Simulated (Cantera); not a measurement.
A closed system holds: 1 mol trisilylamine, 12 mol NH3, 0.56 mol H2.

These are equilibrium values from Cantera (NASA tables, ideal gas, pure condensed phases), not measurements of a reactor. Candidate condensed phases: Si, Si3N4; 18 gas species. The feed counts by its element totals alone. Mutual solubility and eutectic melting of coexisting phases are not modelled. Kinetics and transport are ignored.

Stable condensed phases, one row left out:

```
T in K \ P in Pa
              5     15     45    140    410   1200   3700  11000  33000 100000
   1775       A      A      A      A      A      A      B      B      B      B
   1700       A      A      A      A      A      B      B      B      B      B
   1625       A      A      A      A      B      B      B      B      B      B
   1475       A      C      B      B      B      B      B      B      B      B
   1400       B      B      B      B      B      B      B      B      B      B
   1325       B      B      B      B      B      B      B      B      B      B
   1250       B      B      B      B      B      B      B      B      B      B
   1175       B      B      B      B      B      B      B      B      B      B
   1100       B      B      B      B      B      B      B      B      B      B
   1025       B      B      B      B      B      B      B      B      B      B
    950       B      B      B      B      B      B      B      B      B      B
    875       B      B      B      B      B      B      B      B      B      B
    800       B      B      B      B      B      B      B      B      B      B
```

A: Si; B: Si3N4; C: Si + Si3N4.

Give the row for 1550 K.

5: Si; 15: Si; 45: Si; 140: Si3N4; 410: Si3N4; 1200: Si3N4; 3700: Si3N4; 11000: Si3N4; 33000: Si3N4; 100000: Si3N4.
